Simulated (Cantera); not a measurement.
A perfectly stirred reactor is fed with H2 : O2 : N2 = 1 : 0.333 : 1.25 (molar parts), at 13500 Torr; it is adiabatic with a 525 K inlet, and is followed from long to short residence time, starting on the burning branch (τ in s: 0.11, 0.046, 0.02, 0.0085, 0.0036, 0.0016, 0.00067, 0.00029, 0.00012, 5.3e-05).

Computed with Cantera and the H2/O2 subset of GRI-Mech 3.0, which has no nitrogen chemistry. The hydrogen kinetics of GRI-Mech 3.0 are dated; newer H2 mechanisms differ, most at raised pressure. The pressure lies above the range GRI-Mech 3.0 was tuned for (to about 10 atm).

### Question
Predict: blow-out, bracketed by the residence times tried; x(H2) at τ = 0.110 s; x(O2) at τ = 0.110 s; x(HO2) at τ = 0.110 s; x(OH) at τ = 0.110 s; x(H) at τ = 0.110 s; x(H2) at τ = 1.60 ms; x(O2) at τ = 1.60 ms; x(HO2) at τ = 1.60 ms; x(OH) at τ = 1.60 ms; x(H) at τ = 1.60 ms.

### Answer
```
Quantity                                                                           Value
------------------------------------------------  --------------------------------------
blow-out, bracketed by the residence times tried  burning at 53.0 µs, the shortest tried
x(H2) at τ = 0.110 s                                                               0.148
x(O2) at τ = 0.110 s                                                             6.02e-6
x(HO2) at τ = 0.110 s                                                            1.43e-8
x(OH) at τ = 0.110 s                                                            0.000669
x(H) at τ = 0.110 s                                                              0.00174
x(H2) at τ = 1.60 ms                                                               0.148
x(O2) at τ = 1.60 ms                                                             9.45e-5
x(HO2) at τ = 1.60 ms                                                            1.13e-7
x(OH) at τ = 1.60 ms                                                            0.000917
x(H) at τ = 1.60 ms                                                              0.00241
```
